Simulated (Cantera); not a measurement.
Charge: 1 mol SiH4, a varied amount of N2O, at 1148 K and 10.0 Torr.

Equilibrium computed with Cantera from the NASA thermochemical tables; the gas is ideal and each condensed phase is pure. Candidate condensed phases: H2O, Si, SiO2, Si2N2O, Si3N4; 35 gas species. The tables hold silica as quartz up to 1696 K and as liquid above; real silica turns to tridymite and cristobalite and melts near 1996 K. Kinetics and transport are ignored.

At 7 mol N2O, list the 4 most abundant gas species with their mole fractions, and the condensed phases.

N2 0.667, H2O 0.190, O2 0.143, NO 9.79e-5. Condensed: SiO2(β-quartz).
